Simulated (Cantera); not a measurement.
A closed system holds: 1 mol MgCO3, 2.7 mol SO3, a varied amount of H2O, equilibrated at 673.15 K and 7.50 Torr.

Equilibrium computed with Cantera from the NASA thermochemical tables; the gas is ideal and each condensed phase is pure. Candidate condensed phases: C, C6H6, C7H8, C8H18, H2O, H2SO4, Mg, MgCO3, MgO, Mg(OH)2, MgS, MgSO4, S; 130 gas species. Rates play no part.

x: gas mole fraction; n: condensed amount in mol.

```
n(H2O) (mol)  x SO3   x H2O  x CO2   x SO2    x O2  x H2SO4  n MgSO4(s)
------------  -----  ------  -----  ------  ------  -------  ----------
0.11          0.532  0.0379  0.346  0.0563  0.0281      [?]        1.00
0.62          0.449   0.181  0.294  0.0503  0.0251      [?]        1.00
1.1           0.391   0.282  0.257  0.0458  0.0229      [?]        1.00
1.6           0.344   0.364  0.228  0.0421  0.0211  0.00118        1.00
2.1           0.307   0.428  0.205  0.0391  0.0195  0.00125        1.00
2.6           0.278   0.481  0.185  0.0365  0.0182  0.00126        1.00
3.1           0.253   0.525  0.170  0.0343  0.0171  0.00126        1.00
```

Problem. Fill in the missing entries.

Solution. 
- 0.11, x H2SO4: 0.000191
- 0.62, x H2SO4: 0.000770
- 1.1, x H2SO4: 0.00104
